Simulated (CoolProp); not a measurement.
Propane along the isotherm 132.65 °C: fugacity coefficient from the reference equation and from simpler models built on Tc = 96.7 °C, pc = 4.251 MPa, ω = 0.152; each cubic takes its own stable root.

Computed with CoolProp (reference Helmholtz-energy equation of state, Lemmon 2009).

| p (MPa) | phase | reference | van der Waals | Redlich-Kwong | Soave-Redlich-Kwong | Peng-Robinson |
|---|---|---|---|---|---|---|
| 0.797 | gas | 0.9532 | 0.9559 | 0.9518 | 0.9532 | 0.9471 |
| 1.59 | gas | 0.9075 | ? | 0.9049 | 0.9077 | 0.8962 |
| 2.39 | gas | 0.8623 | 0.8685 | 0.8586 | 0.8628 | 0.8467 |
| 3.19 | gas | 0.8178 | ? | ? | 0.8188 | 0.7987 |
| 3.99 | gas | ? | 0.7806 | 0.7683 | 0.7756 | 0.7523 |
| 4.78 | supercritical | 0.7310 | 0.7362 | 0.7245 | 0.7336 | 0.7079 |
| 5.58 | supercritical | 0.6878 | ? | 0.6806 | ? | 0.6644 |
| 6.38 | supercritical | 0.6452 | 0.6424 | 0.6376 | 0.6510 | 0.6227 |

Problem. Some entries are withheld; supply them.

Solution. 
- 1.59, van der Waals: 0.9123
- 3.19, van der Waals: 0.8248
- 3.19, Redlich-Kwong: 0.8131
- 3.99, reference: 0.7739
- 5.58, van der Waals: 0.6895
- 5.58, Soave-Redlich-Kwong: 0.6917
